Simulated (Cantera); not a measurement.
Input (Python, Cantera) and output of one run.

```python
import numpy as np
import cantera as ct

gas_names = """
    H HNO HNO2 HNO3 HO2 H2 H2O H2O2 N NH NH2 NH3 NH2OH NO NO2 NO3 N2 N2H2 N2H4 N2O O OH O2 O3 Si SiH
    SiH2 SiH3 SiH4 SiN SiO SiO2 Si2 Si2N Si3
""".split()
cond_names = """
    H2O(s) H2O(L) Si(cr) Si(L) SiO2(Lqz) SiO2(hqz) SiO2(L) Si2N2O(s) Si3N4(a)
""".split()


# ... load() reads the species with a 1 bar reference pressure and builds the phases ...
atoms = {
    'Si2H6': {'Si': 2, 'H': 6},
    'O2': {'O': 2},
    'N2': {'N': 2},
}
top_T = {'Si2N2O(s)': 2100, 'Si3N4(a)': 2400}  # K; cautious upper limits of use, not melting points


# ... equilibrate(T, P, feed) seeds the gas with the atoms and calls Mixture.equilibrate('TP', solver="vcs", rtol=1e-11, max_steps=5000) ...
results = []
T = 1873  # K
P = 1333.22  # Pa
for m in [14, 24, 35, 45, 56, 66, 77, 88, 98, 110]:
    feed = {'Si2H6': 1, 'O2': 9.2, 'N2': m}  # mol
    mix = equilibrate(T, P, feed)
    results.append((T, P, feed, dict(zip(mix.species_names, mix.species_moles))))

top = {s: max(r[3][s] / sum(r[3][g] for g in gas_names) for r in results) for s in gas_names}
cols = sorted((s for s in top if top[s] > 1e-06), key=lambda s: -top[s])[:6]
seen = [c for c in cond_names if any(r[3].get(c, 0) > 1e-12 for r in results)]
print("log10 of partial pressures in bar; condensed amounts in mol")
print(f"{'n(N2)':>10s}" + "".join(f"{s[:9]:>10s}" for s in cols + seen))
for T, P, feed, n in results:
    ng = sum(n[g] for g in gas_names)
    print(f"{feed['N2']:10.4g}" + "".join(f"{np.log10(max(n[s] / ng * P / 1e5, 1e-99)):10.3f}" for s in cols)
          + "".join(f"{n.get(c, 0):10.4g}" for c in seen))
```

Result:

```
log10 of partial pressures in bar; condensed amounts in mol
     n(N2)        N2        O2       H2O        NO        OH         O   SiO2(L)
        14    -2.087    -2.483    -2.762    -4.172    -4.309    -4.868         2
        24    -2.011    -2.643    -2.921    -4.214    -4.429    -4.948         2
        35    -1.973    -2.770    -3.047    -4.259    -4.524    -5.011         2
        45    -1.953    -2.860    -3.137    -4.294    -4.592    -5.057         2
        56    -1.939    -2.942    -3.219    -4.328    -4.653    -5.098         2
        66    -1.930    -3.006    -3.282    -4.355    -4.700    -5.129         2
        77    -1.923    -3.066    -3.342    -4.382    -4.745    -5.160         2
        88    -1.917    -3.120    -3.394    -4.406    -4.785    -5.186         2
        98    -1.913    -3.163    -3.438    -4.425    -4.817    -5.208         2
       110    -1.909    -3.210    -3.484    -4.447    -4.852    -5.231     1.999
```

Equilibrium computed with Cantera from the NASA thermochemical tables; the gas is ideal and each condensed phase is pure. The feed counts by its element totals alone. The tables hold silica as quartz up to 1696 K and as liquid above; real silica turns to tridymite and cristobalite and melts near 1996 K.
